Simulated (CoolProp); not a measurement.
Vapour-liquid equilibrium of propane (1) + dimethyl ether (2) at 299.3 K; x and y are mole fractions of (1).

Model: multi-fluid Helmholtz-energy mixture model, Lemmon 2009 and Wu 2011; pair parameters Bell 2016, in CoolProp.

```csv
x,"bubble pressure, mixture model (kPa)","bubble pressure, Raoult's law (kPa)","y, mixture model","y, Raoult's law"
0.05,656.2,628.6,0.107,0.078
0.15,___,665.6,___,0.221
0.25,797.4,702.6,0.385,0.349
0.35,848.3,739.6,0.479,0.464
0.45,___,776.6,0.560,0.568
0.55,922.9,813.7,0.634,0.663
0.65,949.2,850.7,0.706,0.749
0.75,968.5,887.7,___,0.828
0.85,980.3,924.7,0.859,0.901
0.95,983.0,961.7,0.949,0.968
```

Problem. What belongs in the gaps?

Solution. 
- 0.15, bubble pressure, mixture model (kPa): 734.4
- 0.15, y, mixture model: 0.267
- 0.45, bubble pressure, mixture model (kPa): 889.6
- 0.75, y, mixture model: 0.779

The largest gap from Raoult's law is +14.7 % in bubble pressure, at x = 0.35. y crosses x between x = 0.85 and 0.95: the model has an azeotrope there.

Pair parameters are fitted to limited data, so mixtures are less certain than the pure fluids.
